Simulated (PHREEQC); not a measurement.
Dissolve 0.0011 mol/kgw Na2CO3 and 0.00056 mol/kgw KBr at 25 °C. Closed to the air; pH follows from the charge balance.

Model: ion-association model, phreeqc.dat, run in PHREEQC.

Question: The ionic strength comes out as 0.00345 mol/kgw. What activity coefficients do OH-, Na+, CO3-2, Br-, K+ get?

Answer: OH- 0.94, Na+ 0.94, CO3-2 0.78, Br- 0.94, K+ 0.94.

This is a speciation only: nothing precipitates in the calculation.
